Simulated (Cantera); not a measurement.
A perfectly stirred reactor is fed with NO : N₂ = 1 : 0.39 (molar parts), at 98000 Pa; it is held at 2023 K, and followed from long to short residence time.

Cantera simulation using GRI-Mech 3.0 (53 species, 325 reactions); the numbers are that mechanism's predictions, not measurements.

Question: What does this change do: N2 0.39 to 0.14 parts?

Answer: 
```json
[
 {"quantity": "x(NO) at τ = 0.770 s", "before": "0.294", "after": "0.335"},
 {"quantity": "x(O₂) at τ = 0.770 s", "before": "0.212", "after": "0.270"},
 {"quantity": "x(NO₂) at τ = 0.770 s", "before": "0.000488", "after": "0.000626"},
 {"quantity": "x(N₂) at τ = 0.770 s", "before": "0.493", "after": "0.394"},
 {"quantity": "x(O) at τ = 0.770 s", "before": "0.000379", "after": "0.000428"},
 {"quantity": "x(NO) at τ = 50.0 ms", "before": "0.646", "after": "0.773"},
 {"quantity": "x(O₂) at τ = 50.0 ms", "before": "0.0363", "after": "0.0514"},
 {"quantity": "x(NO₂) at τ = 50.0 ms", "before": "0.000490", "after": "0.000684"},
 {"quantity": "x(N₂) at τ = 50.0 ms", "before": "0.317", "after": "0.175"},
 {"quantity": "x(O) at τ = 50.0 ms", "before": "0.000182", "after": "0.000212"}
]
```

Question: What does this change do: N2 0.39 to 3.9 parts?

Answer: 
```
quantity                 before     after
---------------------  --------  --------
x(NO) at τ = 0.770 s      0.294     0.123
x(O₂) at τ = 0.770 s      0.212    0.0402
x(NO₂) at τ = 0.770 s  0.000488   9.04e-5
x(N₂) at τ = 0.770 s      0.493     0.836
x(O) at τ = 0.770 s    0.000379  0.000168
x(NO) at τ = 50.0 ms      0.646     0.197
x(O₂) at τ = 50.0 ms     0.0363   0.00363
x(NO₂) at τ = 50.0 ms  0.000490   5.83e-5
x(N₂) at τ = 50.0 ms      0.317     0.800
x(O) at τ = 50.0 ms    0.000182   7.03e-5
```

Question: What does this change do: NO 1 to 0.3 parts?

Answer: 
```
quantity                 before     after
---------------------  --------  --------
x(NO) at τ = 0.770 s      0.294     0.210
x(O₂) at τ = 0.770 s      0.212     0.112
x(NO₂) at τ = 0.770 s  0.000488  0.000254
x(N₂) at τ = 0.770 s      0.493     0.677
x(O) at τ = 0.770 s    0.000379  0.000277
x(NO) at τ = 50.0 ms      0.646     0.405
x(O₂) at τ = 50.0 ms     0.0363    0.0147
x(NO₂) at τ = 50.0 ms  0.000490  0.000209
x(N₂) at τ = 50.0 ms      0.317     0.580
x(O) at τ = 50.0 ms    0.000182  0.000123
```
